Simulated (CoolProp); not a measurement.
Aqueous potassium carbonate as a coolant, at 26 °C, 1 atm.

Computed with CoolProp (Melinder's fits for secondary coolants).

```tsv
mass %	freezing point (°C)	conductivity (W/(m K))	viscosity (mPa s)	Prandtl number	density (kg/m³)
1.3	-0.4	0.608	0.894	6.03	1009
5.5	-1.8	0.603	0.987	6.37	1047
9.8	-3.5	0.599	1.11	6.87	1087
14	-5.4	0.594	1.25	7.48	1127
18.3	-7.7	0.590	1.43	8.22	1170
22.5	-10.6	0.587	1.66	9.11	1214
26.8	-14.7	0.582	1.96	10.3	1260
31.1	-20.2	0.578	2.36	12.0	1308
```
